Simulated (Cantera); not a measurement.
Mixture: H2 : O2 : N2 = 1 : 0.562 : 2.11 (molar parts), at 45000 Pa, adiabatic and at constant volume. Ignition delay is the time to a rise of 400 K.

Computed with Cantera and the H2/O2 subset of GRI-Mech 3.0, which has no nitrogen chemistry. Where the delays flatten at high temperature, the 400 K rule measures the pace of heat release, not the induction time.

**Question.** Predict: delay at 1300 K; delay at 1375 K; delay at 1450 K; delay at 1525 K; delay at 1600 K; delay at 1675 K.

**Answer.** 
```
Property           Value
---------------  -------
delay at 1300 K  67.4 µs
delay at 1375 K  54.7 µs
delay at 1450 K  47.5 µs
delay at 1525 K  43.8 µs
delay at 1600 K  42.6 µs
delay at 1675 K  43.2 µs
```
